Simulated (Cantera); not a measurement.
Cantera run:

```python
import numpy as np
import cantera as ct

gas_names = """
    CL CL2 H HCL H2 Si SiCL SiCL2 SiCL3 SiCL4 SiH SiHCL3 SiH2 SiH2CL2 SiH3 SiH3CL SiH4 Si2 Si3
""".split()
cond_names = """
    Si(cr) Si(L)
""".split()


# ... load() reads the species with a 1 bar reference pressure and builds the phases ...
atoms = {
    'SiH4': {'Si': 1, 'H': 4},
    'HCl': {'H': 1, 'CL': 1},
    'H2': {'H': 2},
}
top_T = {}  # K; cautious upper limits of use, not melting points


# ... equilibrate(T, P, feed) seeds the gas with the atoms and calls Mixture.equilibrate('TP', solver="vcs", rtol=1e-11, max_steps=5000) ...
results = []
T = 1250  # K
P = 1333.22  # Pa
for m in [0.53, 0.63, 0.75, 0.88, 1, 1.2, 1.5, 1.7, 2, 2.4, 2.8]:
    feed = {'SiH4': 1, 'HCl': m, 'H2': 11}  # mol
    mix = equilibrate(T, P, feed)
    results.append((T, P, feed, dict(zip(mix.species_names, mix.species_moles))))
    x = sorted(zip(gas.X, gas.species_names), reverse=True)
    print(f"T = {T:g} K  P = {P:g} Pa  n(HCl) = {m:g} mol  gas = {mix.phase_moles(0):.4g} mol")
    print("   x: " + "  ".join(f"{s} {v:.3e}" for v, s in x if v > 1e-06))
    print("   condensed (mol): " + ("  ".join(f"{mix.phase(i).name} {mix.phase_moles(i):.4g}"
          for i in range(1, mix.n_phases) if mix.phase_moles(i) > 1e-12) or "none"))
```

It prints:

```
T = 1250 K  P = 1333.22 Pa  n(HCl) = 0.53 mol  gas = 13.53 mol
   x: H2 9.644e-01  HCL 3.248e-02  SiCL2 2.752e-03  SiCL3 1.831e-04  SiHCL3 9.215e-05  SiCL4 8.721e-05  SiH2CL2 1.325e-05  H 4.111e-06
   condensed (mol): Si(cr) 0.9577
T = 1250 K  P = 1333.22 Pa  n(HCl) = 0.63 mol  gas = 13.62 mol
   x: H2 9.587e-01  HCL 3.713e-02  SiCL2 3.618e-03  SiCL3 2.760e-04  SiCL4 1.507e-04  SiHCL3 1.385e-04  SiH2CL2 1.731e-05  H 4.099e-06
   condensed (mol): Si(cr) 0.9428
T = 1250 K  P = 1333.22 Pa  n(HCl) = 0.75 mol  gas = 13.74 mol
   x: H2 9.521e-01  HCL 4.224e-02  SiCL2 4.714e-03  SiCL3 4.106e-04  SiCL4 2.559e-04  SiHCL3 2.053e-04  SiH2CL2 2.241e-05  H 4.085e-06
   condensed (mol): Si(cr) 0.9229
T = 1250 K  P = 1333.22 Pa  n(HCl) = 0.88 mol  gas = 13.87 mol
   x: H2 9.455e-01  HCL 4.727e-02  SiCL2 5.947e-03  SiCL3 5.816e-04  SiCL4 4.072e-04  SiHCL3 2.898e-04  SiH2CL2 2.807e-05  H 4.071e-06
   condensed (mol): Si(cr) 0.8994
T = 1250 K  P = 1333.22 Pa  n(HCl) = 1 mol  gas = 13.98 mol
   x: H2 9.396e-01  HCL 5.151e-02  SiCL2 7.105e-03  SiCL3 7.597e-04  SiCL4 5.814e-04  SiHCL3 3.773e-04  SiH2CL2 3.333e-05  H 4.058e-06
   condensed (mol): Si(cr) 0.8762
T = 1250 K  P = 1333.22 Pa  n(HCl) = 1.2 mol  gas = 14.17 mol
   x: H2 9.305e-01  HCL 5.784e-02  SiCL2 9.047e-03  SiCL3 1.091e-03  SiCL4 9.425e-04  SiHCL3 5.395e-04  SiH2CL2 4.203e-05  H 4.038e-06
   condensed (mol): Si(cr) 0.8347
T = 1250 K  P = 1333.22 Pa  n(HCl) = 1.5 mol  gas = 14.45 mol
   x: H2 9.180e-01  HCL 6.593e-02  SiCL2 1.192e-02  SiCL3 1.650e-03  SiCL4 1.635e-03  SiHCL3 8.099e-04  SiH2CL2 5.461e-05  H 4.011e-06  SiH3CL 1.022e-06
   condensed (mol): Si(cr) 0.7678
T = 1250 K  P = 1333.22 Pa  n(HCl) = 1.7 mol  gas = 14.64 mol
   x: H2 9.103e-01  HCL 7.058e-02  SiCL2 1.377e-02  SiCL4 2.184e-03  SiCL3 2.050e-03  SiHCL3 1.002e-03  SiH2CL2 6.258e-05  H 3.994e-06  SiH3CL 1.084e-06
   condensed (mol): Si(cr) 0.7209
T = 1250 K  P = 1333.22 Pa  n(HCl) = 2 mol  gas = 14.91 mol
   x: H2 8.997e-01  HCL 7.668e-02  SiCL2 1.645e-02  SiCL4 3.115e-03  SiCL3 2.675e-03  SiHCL3 1.300e-03  SiH2CL2 7.387e-05  H 3.971e-06  SiH3CL 1.164e-06
   condensed (mol): Si(cr) 0.6479
T = 1250 K  P = 1333.22 Pa  n(HCl) = 2.4 mol  gas = 15.28 mol
   x: H2 8.868e-01  HCL 8.354e-02  SiCL2 1.980e-02  SiCL4 4.515e-03  SiCL3 3.534e-03  SiHCL3 1.706e-03  SiH2CL2 8.767e-05  H 3.942e-06  SiH3CL 1.250e-06
   condensed (mol): Si(cr) 0.5471
T = 1250 K  P = 1333.22 Pa  n(HCl) = 2.8 mol  gas = 15.64 mol
   x: H2 8.751e-01  HCL 8.929e-02  SiCL2 2.292e-02  SiCL4 6.050e-03  SiCL3 4.402e-03  SiHCL3 2.110e-03  SiH2CL2 1.001e-04  H 3.916e-06  SiH3CL 1.319e-06
   condensed (mol): Si(cr) 0.4436
```

Method: chemical equilibrium by Gibbs-energy minimisation in Cantera with the NASA 1993 tables (ideal gas, pure condensed phases). The tables' values for SiCl3 are old estimates; treat these amounts as uncertain.
